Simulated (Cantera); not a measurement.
**Low-pressure radical oxidation in H2/O2**

A perfectly stirred reactor is fed with H2 : O2 : N2 = 0.016 : 1 : 0.18 (molar parts), at 20.0 Torr; it is held at 1473 K, and followed from long to short residence time.

Cantera simulation using GRI-Mech 3.0 (53 species, 325 reactions); the numbers are that mechanism's predictions, not measurements. Radical loss at walls, strong at low pressure, is not modelled.

```json
[
 {"τ (s)": "2.1", "x H2": "1.58e-5", "x O2": "0.833", "x H": "2.19e-5", "x NO2": "6.59e-11", "x OH": "0.000732", "x O": "0.00138"},
 {"τ (s)": "0.91", "x H2": "2.57e-5", "x O2": "0.832", "x H": "4.62e-5", "x NO2": "4.17e-11", "x OH": "0.000937", "x O": "0.00227"},
 {"τ (s)": "0.40", "x H2": "4.06e-5", "x O2": "0.831", "x H": "9.06e-5", "x NO2": "2.63e-11", "x OH": "0.00117", "x O": "0.00356"},
 {"τ (s)": "0.18", "x H2": "6.19e-5", "x O2": "0.830", "x H": "0.000160", "x NO2": "1.65e-11", "x OH": "0.00141", "x O": "0.00520"},
 {"τ (s)": "0.079", "x H2": "9.41e-5", "x O2": "0.828", "x H": "0.000255", "x NO2": "9.78e-12", "x OH": "0.00165", "x O": "0.00707"},
 {"τ (s)": "0.035", "x H2": "0.000145", "x O2": "0.826", "x H": "0.000355", "x NO2": "5.37e-12", "x OH": "0.00185", "x O": "0.00869"},
 {"τ (s)": "0.016", "x H2": "0.000233", "x O2": "0.825", "x H": "0.000439", "x NO2": "2.73e-12", "x OH": "0.00203", "x O": "0.00974"},
 {"τ (s)": "0.0069", "x H2": "0.000424", "x O2": "0.824", "x H": "0.000515", "x NO2": "1.19e-12", "x OH": "0.00224", "x O": "0.0102"},
 {"τ (s)": "0.0031", "x H2": "0.000808", "x O2": "0.825", "x H": "0.000583", "x NO2": "<1e-12", "x OH": "0.00250", "x O": "0.0100"},
 {"τ (s)": "0.0014", "x H2": "0.00158", "x O2": "0.825", "x H": "0.000643", "x NO2": "<1e-12", "x OH": "0.00282", "x O": "0.00920"}
]
```
x: mole fraction; the columns are a selection and need not sum to one.
